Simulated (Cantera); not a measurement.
Input: 1 mol SiH2Cl2, 0.036 mol Cl2, 46 mol H2, at 100000 Pa.

Method: chemical equilibrium by Gibbs-energy minimisation in Cantera with the NASA 1993 tables (ideal gas, pure condensed phases). Candidate condensed phases: Si; 19 gas species. The tables' values for SiCl3 are old estimates; treat these amounts as uncertain. Gases not in the tables: Si2H6 and higher silanes. Rates play no part.

x: gas mole fraction; n: condensed amount in mol.

```tsv
T (°C)	x H2	x HCl	x SiHCl3	x SiCl4	x SiCl2	x SiH2Cl2	n Si(s)	n Si(l)
552	0.986	0.000943	0.00677	0.00523	9.98e-7	0.000738	0.395	0
702	0.984	0.00452	0.00599	0.00482	3.36e-5	0.000780	0.443	0
852	0.977	[?]	[?]	[?]	[?]	[?]	[?]	0
1002	0.968	0.0252	0.00215	0.00138	0.00170	0.000463	0.698	0
1152	0.963	0.0323	0.000557	0.000239	0.00327	0.000199	0.773	0
1302	0.962	0.0338	[?]	[?]	0.00403	[?]	0.784	0
1452	0.961	0.0342	2.83e-5	4.86e-6	0.00420	2.90e-5	0	0.788
```

Problem. Complete the blanks.

Solution. 
- 1302, x SiHCl3: 0.000118
- 1302, x SiCl4: 3.10e-5
- 1302, x SiH2Cl2: 7.38e-5
- 852, x HCl: 0.0132
- 852, x SiHCl3: 0.00445
- 852, x SiCl4: 0.00345
- 852, x SiCl2: 0.000377
- 852, x SiH2Cl2: 0.000702
- 852, n Si(s): 0.556
